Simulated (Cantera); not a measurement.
Input: 1 mol Fe3O4, 320 mol H2, 2 mol H2O, at 1250 °C.

Equilibrium computed with Cantera from the NASA thermochemical tables; the gas is ideal and each condensed phase is pure. Candidate condensed phases: Fe, FeO, Fe(OH)2, Fe(OH)3, Fe2O3, Fe3O4, H2O; 12 gas species. Kinetics and transport are ignored.

log p: log10 of the partial pressure in bar; n: condensed amount in mol.

```csv
P (Pa),log p H2,log p H2O,log p Fe,log p H,log p OH,log p FeO,log p Fe(OH)2,n Fe(γ)
10,-4.01,-5.73,-6.61,-6.64,-9.87,-10.69,-11.80,2.22
68,-3.18,-4.90,-6.61,-6.22,-9.46,-10.69,-10.96,2.88
460,?,?,-6.61,?,?,-10.69,?,2.98
3200,-1.50,-3.22,-6.61,-5.39,-8.62,-10.69,-9.29,3.00
22000,-0.67,-2.39,-6.61,-4.97,-8.20,-10.69,-8.45,3.00
150000,?,?,-6.61,?,?,-10.69,?,3.00
1000000,0.99,-0.73,-6.61,-4.14,-7.37,-10.69,-6.80,3.00
```

Task: Fill in the missing entries.

Result: 
- 460, log p H2: -2.35
- 460, log p H2O: -4.07
- 460, log p H: -5.81
- 460, log p OH: -9.04
- 460, log p Fe(OH)2: -10.13
- 150000, log p H2: 0.17
- 150000, log p H2O: -1.55
- 150000, log p H: -4.55
- 150000, log p OH: -7.78
- 150000, log p Fe(OH)2: -7.62
